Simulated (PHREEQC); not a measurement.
A PHREEQC input (ion-association model, wateq4f.dat):

```
SOLUTION 1
  temp 25
  units mg/L
  pH 6.01
  pe 10.4
  Na 0.416
  K 0.0745
  Ca 0.408
  Mg 0.0138
  Cl 0.683 charge
  Li 0.1 charge
  S(6) 0.359 as SO4
  Alkalinity 0.987 as HCO3
  Zn 0.0224
  Pb 0.155
  Ba 0.105
  B 0.000623
END
USE solution 1
EQUILIBRIUM_PHASES 1
  CO2(g) -2 10
END
```

It stops with these messages:

```
ERROR: Charge balance specified for more than one species.
ERROR: Program terminating due to input errors.
```

The fault: two constituents marked charge. The line should read `Cl 0.683` where the input has `Cl 0.683 charge / Li 0.1 charge`. With the mend the run ends at pH 5.17 and ionic strength 6.71e-5 mol/kgw.
